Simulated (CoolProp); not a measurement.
Vapour-liquid equilibrium of n-heptane (1) + toluene (2) at 0.109 bar; x and y are mole fractions of (1).

Values from CoolProp's multi-fluid Helmholtz-energy mixture model, Span 2003 and Lemmon 2006; pair parameters Bell 2016.

```
x      bubble temperature (°C)  y at the bubble point  dew temperature at overall composition x (°C)  liquid density (mol/L)
-----  -----------------------  ---------------------  ---------------------------------------------  ----------------------
0.05                      45.7                  0.107                                           46.5                   8.979
0.125                     44.0             (withheld)                                     (withheld)                   8.755
0.2                       42.7                  0.330                                           44.5                   8.538
0.275                     41.6                  0.410                                           43.4                   8.329
0.35                      40.8                  0.480                                           42.4                   8.127
0.425                     40.1                  0.542                                           41.5                   7.933
0.5                       39.5                  0.601                                           40.6              (withheld)
0.575                     39.0                  0.658                                           39.8                   7.568
0.65                (withheld)                  0.715                                           39.1                   7.397
0.725                     38.2                  0.772                                           38.5                   7.232
0.8                       37.9                  0.831                                           38.0                   7.073
0.875                     37.6                  0.892                                           37.7              (withheld)
0.95                      37.4                  0.956                                           37.4                   6.773
```

Complete the blanks.


- 0.125, y at the bubble point: 0.233
- 0.125, dew temperature at overall composition x (°C): 45.5
- 0.5, liquid density (mol/L): 7.747
- 0.65, bubble temperature (°C): 38.6
- 0.875, liquid density (mol/L): 6.920

No azeotrope shows between x = 0.05 and 0.95.

The pair parameters rest on a limited set of measurements; away from them the model extrapolates.
